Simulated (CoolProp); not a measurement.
The numbers come from the reference Helmholtz-energy equation of state, Span 2003 in CoolProp. It is a short technical equation, of lower accuracy than the large ones.

Task: Give the vapour pressure (MPa), liquid cp (kJ/(kg K)), vapour Z, surface tension (mN/m) of saturated n-heptane at 395.3, 413.3 K.

Result: 
```tsv
T (K)	p (MPa)	liquid cp (kJ/(kg K))	vapour Z	surface tension (mN/m)
395.3	0.194	2.68	0.917	10.5
413.3	0.300	2.77	0.888	8.93
```

Surface tension comes from a separate correlation (Mulero 2012).
